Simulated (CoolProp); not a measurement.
Vapour-liquid equilibrium of CH2F2 (R32) (1) + R142b (2) at 0.112 MPa; x and y are mole fractions of (1).

Computed with CoolProp (multi-fluid Helmholtz-energy mixture model, Tillner-Roth 1997 and Lemmon 2006; pair parameters Bell 2016).

```
x     bubble temperature, mixture model (K)  bubble temperature, Raoult's law (K)  y, mixture model  y, Raoult's law
----  -------------------------------------  ------------------------------------  ----------------  ---------------
0.05                                  259.8                                 261.0        (withheld)            0.241
0.2                              (withheld)                                 249.1        (withheld)            0.621
0.35                                  237.1                                 241.2             0.817            0.789
0.5                              (withheld)                                 235.5             0.885            0.879
0.65                                  228.8                                 231.0        (withheld)            0.934
0.8                              (withheld)                                 227.4             0.955            0.969
0.95                             (withheld)                                 224.4        (withheld)            0.994
```

### Question
Complete the blanks.

### Answer

- 0.05, y, mixture model: 0.268
- 0.2, bubble temperature, mixture model (K): 245.5
- 0.2, y, mixture model: 0.669
- 0.5, bubble temperature, mixture model (K): 232.1
- 0.65, y, mixture model: 0.924
- 0.8, bubble temperature, mixture model (K): 226.4
- 0.95, bubble temperature, mixture model (K): 224.2
- 0.95, y, mixture model: 0.987

The largest gap from Raoult's law is -4.1 K in bubble temperature, at x = 0.35. No azeotrope shows between x = 0.05 and 0.95.

Pair parameters are fitted to limited data, so mixtures are less certain than the pure fluids.
